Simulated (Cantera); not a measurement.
An isothermal, constant-pressure homogeneous reactor starts with 89.3 % N2O, 10.7 % H2O, at 1200 K and 1.38 atm.

Computed with Cantera and GRI-Mech 3.0 (53 species, 325 reactions). GRI-Mech 3.0 was tuned for natural gas; its chemistry of N2O as a main component is partial and can be far from experiment. The mechanism lacks the step 2 NO + O2 → 2 NO2, which can matter for NO2 below about 1400 K. The temperature is held fixed by assumption; the heat of reaction is taken as removed at once.

One state of this run: x N2O = 0.778; x H2O = 0.103; x H2O2 = 1.20e-7; x N2 = 0.0763; x HO2 = 1.56e-6. x: mole fraction; the columns are a selection and need not sum to one.

Task: Which value of t (s) does it belong to?
(A) 0.00775
(B) 0.0840
(C) 0.000217
(D) 0.911

Result: B, 0.0840
